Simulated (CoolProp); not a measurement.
Properties of C2F6 (R116) along the isobar 5690 kPa.

Computed with CoolProp (reference Helmholtz-energy equation of state, Lemmon 2006). It is a short technical equation, of lower accuracy than the large ones.

```json
[
 {"T (°C)": "-41.65", "phase": "liquid", "speed of sound (m/s)": "454.0", "isothermal compressibility (1/MPa)": "0.004929", "viscosity (µPa s)": "262"},
 {"T (°C)": "-14.05", "phase": "liquid", "speed of sound (m/s)": "348.6", "isothermal compressibility (1/MPa)": "[?]", "viscosity (µPa s)": "173"},
 {"T (°C)": "13.65", "phase": "liquid", "speed of sound (m/s)": "238.8", "isothermal compressibility (1/MPa)": "0.02597", "viscosity (µPa s)": "108"},
 {"T (°C)": "41.25", "phase": "supercritical", "speed of sound (m/s)": "130.0", "isothermal compressibility (1/MPa)": "0.1549", "viscosity (µPa s)": "[?]"},
 {"T (°C)": "68.95", "phase": "supercritical", "speed of sound (m/s)": "113.3", "isothermal compressibility (1/MPa)": "0.2759", "viscosity (µPa s)": "30.2"},
 {"T (°C)": "96.55", "phase": "supercritical", "speed of sound (m/s)": "128.9", "isothermal compressibility (1/MPa)": "[?]", "viscosity (µPa s)": "[?]"},
 {"T (°C)": "124.25", "phase": "supercritical", "speed of sound (m/s)": "142.3", "isothermal compressibility (1/MPa)": "0.2075", "viscosity (µPa s)": "25.9"},
 {"T (°C)": "151.85", "phase": "supercritical", "speed of sound (m/s)": "153.4", "isothermal compressibility (1/MPa)": "[?]", "viscosity (µPa s)": "26.2"}
]
```

Complete the blanks.


- -14.05, isothermal compressibility (1/MPa): 0.009602
- 41.25, viscosity (µPa s): 55.6
- 96.55, isothermal compressibility (1/MPa): 0.2298
- 96.55, viscosity (µPa s): 26.5
- 151.85, isothermal compressibility (1/MPa): 0.1952

Viscosity comes from a separate model (Huber 2003), an estimate that may be off by 10 % or more.
